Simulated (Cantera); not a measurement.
An isothermal, constant-pressure homogeneous reactor starts with 14.7 % NO, 85.3 % N2, at 1598 K and 0.430 bar.

Computed with Cantera and GRI-Mech 3.0 (53 species, 325 reactions).

Q: Predict: x(NO) at 30.0 s; x(NO2) at 30.0 s; x(O2) at 30.0 s; x(N2) at 30.0 s; x(O) at 30.0 s; x(N2O) at 30.0 s.

A: 
```
Item                                                Value
----------------  ---------------------------------------
x(NO) at 30.0 s     0.131 (gas-phase equilibrium 0.00123)
x(NO2) at 30.0 s  7.02e-5 (gas-phase equilibrium 1.92e-6)
x(O2) at 30.0 s    0.00781 (gas-phase equilibrium 0.0729)
x(N2) at 30.0 s       0.861 (gas-phase equilibrium 0.926)
x(O) at 30.0 s    2.06e-6 (gas-phase equilibrium 5.87e-6)
x(N2O) at 30.0 s  6.11e-6 (gas-phase equilibrium 5.23e-8)
```
